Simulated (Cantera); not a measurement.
What does this Cantera script print?

```python
import numpy as np
import cantera as ct

gas = ct.Solution("gri30.yaml")
gas.TPX = 1475, 19000, {'NO': 1, 'N2': 2.4}
reactor = ct.IdealGasConstPressureReactor(gas, energy="off", clone=False)
net = ct.ReactorNet([reactor])
net.rtol, net.atol = 1e-08, 1e-18
show = ['NO', 'O2', 'N2O', 'O', 'N2', 'NO2']
times = np.geomspace(4e-06, 70, 10)

steps = ct.SolutionArray(gas, extra=["t"])
rows = []
print(f"{'t/s':>10s}{'T/K':>9s}{'P/Pa':>11s}" + "".join(f"{s:>11s}" for s in show))
for t in times:
    while net.time < t:
        t_next = net.step()
        steps.append(gas.state, t=t_next)
    rows.append([np.interp(t, steps.t, y) for y in (steps.T, steps.P, *steps(*show).X.T)])
    print(f"{t:10.3e}{rows[-1][0]:9.1f}{rows[-1][1]:11.4g}" + "".join(f"{x:11.3e}" for x in rows[-1][2:]))
rate = np.gradient(steps.T, steps.t)
print("integrator steps:", len(steps.t))
if steps.T.max() > steps.T[0] + 200:
    print(f"time of steepest temperature rise: {steps.t[rate.argmax()]:.4e} s")
gas.TPX = 1475, 19000, {'NO': 1, 'N2': 2.4}
gas.equilibrate("TP")
print(f"equilibrium (TP): T = {gas.T:.1f} K  " + "  ".join(f"{s} {gas[s].X[0]:.3e}" for s in show))
```

Output:

```
       t/s      T/K       P/Pa         NO         O2        N2O          O         N2        NO2
 4.000e-06   1475.0    1.9e+04  2.941e-01  2.397e-15  4.352e-10  4.330e-10  7.059e-01  2.229e-12
 2.552e-05   1475.0    1.9e+04  2.941e-01  9.511e-14  2.776e-09  2.688e-09  7.059e-01  8.841e-11
 1.628e-04   1475.0    1.9e+04  2.941e-01  3.478e-12  1.771e-08  1.450e-08  7.059e-01  3.219e-09
 1.038e-03   1475.0    1.9e+04  2.941e-01  8.618e-11  1.128e-07  3.996e-08  7.059e-01  7.325e-08
 6.625e-03   1475.0    1.9e+04  2.941e-01  1.391e-09  7.115e-07  4.630e-08  7.059e-01  6.826e-07
 4.226e-02   1475.0    1.9e+04  2.941e-01  4.537e-08  4.233e-06  6.799e-08  7.059e-01  4.817e-06
 2.696e-01   1475.0    1.9e+04  2.940e-01  4.255e-06  1.800e-05  1.870e-07  7.059e-01  3.212e-05
 1.720e+00   1475.0    1.9e+04  2.937e-01  1.437e-04  2.724e-05  2.929e-07  7.061e-01  6.082e-05
 1.097e+01   1475.0    1.9e+04  2.917e-01  1.139e-03  2.686e-05  3.634e-07  7.071e-01  7.753e-05
 7.000e+01   1475.0    1.9e+04  2.794e-01  7.228e-03  2.452e-05  6.379e-07  7.132e-01  1.382e-04
integrator steps: 706
equilibrium (TP): T = 1475.0 K  NO 9.436e-04  O2 1.466e-01  N2O 2.644e-08  O 2.537e-06  N2 8.525e-01  NO2 1.982e-06
```

Cantera simulation using GRI-Mech 3.0 (53 species, 325 reactions); the numbers are that mechanism's predictions, not measurements.
